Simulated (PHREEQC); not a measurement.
A made-up water analysis in mg/kgw, 25 °C, pH 5.5, pe 1.1:

| constituent | mg/kgw |
|---|---|
| Na | 1.65 |
| K | 0.64 |
| Ca | 7.65 |
| Mg | 0.165 |
| Cl | 8.23 |
| S(6) as SO4 | 5.2 |
| Alkalinity as HCO3 | 7.77 |
| Si as SiO2 | 0.0994 |
| Fe(2) | 0.00932 |
| B | 0.00154 |

Valence states are taken as typed.

All values are PHREEQC results (ion-association model, phreeqc.dat), not measurements.

- ionic strength = 0.000724 mol/kgw
- charge-balance error = 1.7 %

```json
[
 {"species": "CO2", "molality": "0.000899", "activity": "0.000899", "log γ": "0.000"},
 {"species": "Cl-", "molality": "0.000232", "activity": "0.000225", "log γ": "-0.013"},
 {"species": "Ca+2", "molality": "0.000189", "activity": "0.000168", "log γ": "-0.052"},
 {"species": "HCO3-", "molality": "0.000130", "activity": "0.000126", "log γ": "-0.013"},
 {"species": "Na+", "molality": "7.17e-5", "activity": "6.96e-5", "log γ": "-0.013"},
 {"species": "SO4-2", "molality": "5.26e-5", "activity": "4.66e-5", "log γ": "-0.053"},
 {"species": "K+", "molality": "1.64e-5", "activity": "1.59e-5", "log γ": "-0.013"},
 {"species": "Mg+2", "molality": "6.71e-6", "activity": "5.95e-6", "log γ": "-0.052"},
 {"species": "H+", "molality": "3.26e-6", "activity": "3.16e-6", "log γ": "-0.013"},
 {"species": "H4SiO4", "molality": "1.65e-6", "activity": "1.66e-6", "log γ": "0.000"},
 {"species": "CaSO4", "molality": "1.39e-6", "activity": "1.39e-6", "log γ": "0.000"},
 {"species": "CaHCO3+", "molality": "2.79e-7", "activity": "2.70e-7", "log γ": "-0.013"},
 {"species": "Fe+2", "molality": "1.64e-7", "activity": "1.45e-7", "log γ": "-0.052"}
]
```

This is a speciation only: nothing precipitates in the calculation.
